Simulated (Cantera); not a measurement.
A closed system holds: 1 mol SiH2Cl2, 29 mol H2, at 14.0 mbar.

These are equilibrium values from Cantera (NASA tables, ideal gas, pure condensed phases), not measurements of a reactor. Candidate condensed phases: Si; 19 gas species. Gases not in the tables: Si2H6 and higher silanes. Rates play no part.

Task: Which condensed phases are stable at each of these points (T (K)): 800, 900, 1000, 1100, 1200, 1300, 1400, 1500, 1600, 1700?

Result: 
| T (K) | condensed phases | Si condensed (%) |
|---|---|---|
| 800 | Si(s) | 48.2 |
| 900 | Si(s) | 52.5 |
| 1000 | Si(s) | 60.5 |
| 1100 | Si(s) | 70.2 |
| 1200 | Si(s) | 76.0 |
| 1300 | Si(s) | 76.8 |
| 1400 | Si(s) | 76.0 |
| 1500 | Si(s) | 75.0 |
| 1600 | Si(s) | 74.0 |
| 1700 | Si(l) | 73.2 |

From 800 K to 1600 K the condensed part is Si(s). At 1700 K the condensed part is Si(l).
